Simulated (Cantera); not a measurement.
## Ignition delay

Mixture: CH4 : CO : O2 : N2 : CO2 = 1 : 0.16 : 1.22 : 4.6 : 0.31 (molar parts), at 1.00 bar, adiabatic and at constant volume. Ignition delay is the time to a rise of 400 K.

Cantera simulation using GRI-Mech 3.0 (53 species, 325 reactions); the numbers are that mechanism's predictions, not measurements.

| T0 (K) | delay (ms) |
|---|---|
| 1298 | 18.2 |
| 1348 | 9.40 |
| 1398 | 5.00 |
| 1448 | 2.76 |
| 1498 | 1.57 |
| 1548 | 0.933 |
| 1598 | 0.576 |

```
Property                                                 Value
--------------------------------------------------  ----------
apparent activation energy between 1498 and 1598 K  200 kJ/mol
```
